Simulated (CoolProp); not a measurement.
Aqueous potassium acetate as a coolant, 14 % by mass, freezing at -6.9 °C, 1 atm.

Model: Melinder's fits for secondary coolants, in CoolProp.

| T (°C) | density (kg/m³) | viscosity (mPa s) | Prandtl number | conductivity (W/(m K)) |
|---|---|---|---|---|
| -1 | … | 2.59 | 18.3 | 0.520 |
| 4.3 | 1075 | 2.17 | 15.1 | 0.528 |
| 9.6 | 1073 | 1.85 | 12.7 | 0.536 |
| 14.9 | 1072 | 1.61 | … | … |
| 20.3 | 1070 | 1.41 | 9.41 | 0.552 |
| 25.6 | 1068 | 1.25 | 8.24 | 0.559 |
| 30.9 | 1067 | 1.11 | 7.29 | 0.567 |
| 36.2 | … | 1.00 | … | 0.575 |

**Question.** Some entries are withheld; supply them.

**Answer.** 
- -1, density (kg/m³): 1076
- 14.9, Prandtl number: 10.9
- 14.9, conductivity (W/(m K)): 0.544
- 36.2, density (kg/m³): 1065
- 36.2, Prandtl number: 6.49
